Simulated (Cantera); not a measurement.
# Stirred combustor or abatement burner

A perfectly stirred reactor is fed with CO : H2 : O2 : N2 = 1 : 0.8 : 2 : 10 (molar parts), equivalence ratio 0.45, at 165 Torr; it is adiabatic with a 573 K inlet, and is followed from long to short residence time, starting on the burning branch (τ in s: 0.092, 0.04, 0.018, 0.0078, 0.0034, 0.0015, 0.00065, 0.00029, 0.00013, 5.5e-05, 2.4e-05, 1.1e-05, 4.6e-06).

Computed with Cantera and GRI-Mech 3.0 (53 species, 325 reactions).

```tsv
τ (s)	T (K)	x CO	x H2	x O2	x H	x OH	x N2O
0.092	1576	0.00250	0.000554	0.0853	0.000486	0.00203	1.44e-7
0.040	1549	0.00402	0.000894	0.0856	0.00103	0.00245	1.16e-7
0.018	1510	0.00616	0.00136	0.0862	0.00204	0.00278	9.42e-8
0.0078	1449	0.00949	0.00200	0.0873	0.00386	0.00294	7.53e-8
0.0034	1364	0.0151	0.00282	0.0899	0.00651	0.00276	5.98e-8
0.0015	1238	0.0271	0.00429	0.0967	0.00883	0.00214	4.34e-8
0.00065	573	0.0725	0.0580	0.145	<1e-12	<1e-12	<1e-12
0.00029	573	0.0725	0.0580	0.145	<1e-12	<1e-12	<1e-12
0.00013	573	0.0725	0.0580	0.145	<1e-12	<1e-12	<1e-12
5.5e-5	573	0.0725	0.0580	0.145	<1e-12	<1e-12	<1e-12
2.4e-5	573	0.0725	0.0580	0.145	<1e-12	<1e-12	<1e-12
1.1e-5	573	0.0725	0.0580	0.145	<1e-12	<1e-12	<1e-12
4.6e-6	573	0.0725	0.0580	0.145	<1e-12	<1e-12	<1e-12
```
x: mole fraction; the columns are a selection and need not sum to one.
